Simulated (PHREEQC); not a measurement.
**Metal-bearing waste water: speciation**

Consider water at 25 °C with 1 mmol/kgw Al2(SO4)3, 1.2 mmol/kgw NiCl2, 73 mmol/kgw HCl and 0.28 mmol/kgw Na2SO4. Closed to the air; pH follows from the charge balance.

All values are PHREEQC results (ion-association model, wateq4f.dat), not measurements.

Each row changes one thing in this solution. This is a speciation only: nothing precipitates in the calculation.

```
case                                          pH  ionic strength (mol/kgw)  HSO4- (mol/kgw)  SO4-2 (mol/kgw)  AlHSO4+2 (mol/kgw)  Al(SO4)2- (mol/kgw)  SI of Halite (NaCl)  SI of Gibbsite (Al(OH)3)
------------------------------------------  ----  ------------------------  ---------------  ---------------  ------------------  -------------------  -------------------  ------------------------
as made                                     1.23                    0.0857          0.00213         0.000747             3.85e-6              3.38e-6                -6.17                     -7.93
HCl replaced by CuCl2 at the same molality  4.09                     0.214          4.27e-6          0.00136             5.82e-9              4.17e-6                  ___                     +0.45
NiCl2 left out                              1.23                    0.0823              ___         0.000745                 ___                  ___                -6.18                     -7.93
temperature from 25 to 15 °C                1.23                    0.0858              ___         0.000856             3.65e-6              3.84e-6                -6.14                     -8.51
```

Complete the blanks.


- HCl replaced by CuCl2 at the same molality, SI of Halite (NaCl): -5.97
- NiCl2 left out, HSO4- (mol/kgw): 0.00215
- NiCl2 left out, AlHSO4+2 (mol/kgw): 3.90e-6
- NiCl2 left out, Al(SO4)2- (mol/kgw): 3.48e-6
- temperature from 25 to 15 °C, HSO4- (mol/kgw): 0.00201

Some of these states are supersaturated (in Atacamite, Gibbsite (slow to form), for instance).
